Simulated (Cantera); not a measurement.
Silicon epitaxy and polysilicon growth: Si₂Cl₆ + N₂

Charge: 1 mol Si₂Cl₆, 40 mol N₂, at 1398 K.

Cantera equilibrium calculation (NASA polynomials, part measured and part estimated; ideal gas, pure solids and liquids). Candidate condensed phases: Si, Si₃N₄; 13 gas species. The feed counts by its element totals alone. N₂ is the only nitrogen source here; it is nearly inert below about 1500 K, so the nitride shown seldom forms there in practice. The tables' values for SiCl₃ are old estimates; treat these amounts as uncertain. Kinetics and transport are ignored.

| P (Pa) | log p N₂ | log p SiCl₄ | log p SiCl₂ | log p SiCl₃ | log p Cl | n Si₃N₄(s) |
|---|---|---|---|---|---|---|
| 100 | -3.02 | -4.72 | -4.71 | -5.03 | -6.43 | 0 |
| 460 | -2.36 | -4.06 | -4.05 | -4.37 | -6.43 | 0 |
| 2100 | -1.70 | -3.29 | -3.62 | -3.77 | -6.27 | 0.0592 |
| 9600 | -1.04 | -2.53 | -3.46 | -3.31 | -5.96 | 0.124 |
| 44000 | -0.37 | -1.83 | -3.33 | -2.89 | -5.68 | 0.149 |
| 200000 | 0.28 | -1.15 | -3.21 | -2.50 | -5.40 | 0.159 |
log p: log10 of the partial pressure in bar; n: condensed amount in mol.

From 0.00100 bar to 0.00460 bar nothing is condensed. From 0.0210 bar to 2.00 bar the condensed part is Si₃N₄(s). The main Si-bearing gas is SiCl₂ at 0.00100 bar and SiCl₄ at 2.00 bar.
